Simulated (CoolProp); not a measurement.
Properties of hexamethyldisiloxane (MM) along the isotherm 557.5 K.

Model: reference Helmholtz-energy equation of state, Thol 2016, in CoolProp.

| p (MPa) | phase | density (kg/m³) | cp (kJ/(kg K)) | cv (kJ/(kg K)) | expansivity (1/kK) |
|---|---|---|---|---|---|
| 0.121 | gas | 4.314 | 2.149 | ? | 1.911 |
| 0.241 | gas | ? | 2.156 | 2.095 | 2.039 |
| 0.362 | gas | 13.40 | 2.165 | 2.097 | 2.182 |
| 0.483 | gas | ? | 2.174 | 2.099 | ? |
| 0.603 | gas | 23.23 | ? | 2.102 | 2.511 |
| 0.724 | gas | 28.50 | 2.196 | 2.104 | 2.704 |
| 0.845 | gas | 34.02 | ? | 2.107 | ? |
| 0.966 | gas | 39.81 | ? | 2.110 | 3.163 |

What belongs in the gaps?


- 0.121, cv (kJ/(kg K)): 2.093
- 0.241, density (kg/m³): 8.750
- 0.483, density (kg/m³): 18.23
- 0.483, expansivity (1/kK): 2.339
- 0.603, cp (kJ/(kg K)): 2.184
- 0.845, cp (kJ/(kg K)): 2.209
- 0.845, expansivity (1/kK): 2.920
- 0.966, cp (kJ/(kg K)): 2.224
